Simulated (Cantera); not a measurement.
An adiabatic, constant-volume homogeneous reactor starts with CH4 : O2 : N2 : H2O = 1 : 0.97 : 10.6 : 0.61 (molar parts), equivalence ratio 2.1, at 1725 K and 500000 Pa.

Computed with Cantera and GRI-Mech 3.0 (53 species, 325 reactions).

Problem. Predict: time of steepest temperature rise; temperature at 2.00 s; equilibrium temperature; x(O2) at 2.00 s; x(H2O) at 2.00 s; x(CO2) at 2.00 s.

Solution. 
| Item | Result |
|---|---|
| time of steepest temperature rise | 0.144 ms |
| temperature at 2.00 s | 2384 K |
| equilibrium temperature | 2384 K |
| x(O2) at 2.00 s | 1.92e-6 (gas-phase equilibrium 1.92e-6) |
| x(H2O) at 2.00 s | 0.0971 (gas-phase equilibrium 0.0971) |
| x(CO2) at 2.00 s | 0.0114 (gas-phase equilibrium 0.0114) |
